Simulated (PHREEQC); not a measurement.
A solution holds 0.013 mol H3PO4 and 0.0041 mol NaF per kg of water, at 15 °C. Closed to the air; pH follows from the charge balance.

All values are PHREEQC results (ion-association model, wateq4f.dat), not measurements.

This is a speciation only: nothing precipitates in the calculation.

**Question.** Order these F species by the share of F that they hold, largest first: F-, HF, HF2-, H2F2.

**Answer.** HF (82 %), F- (16 %), H2F2 (2.0 %), HF2- (0.37 %)

The pH is 2.34 and the ionic strength 0.00909 mol/kgw. H3PO4, which wateq4f.dat lacks, is added to it with the constant of phreeqc.dat.
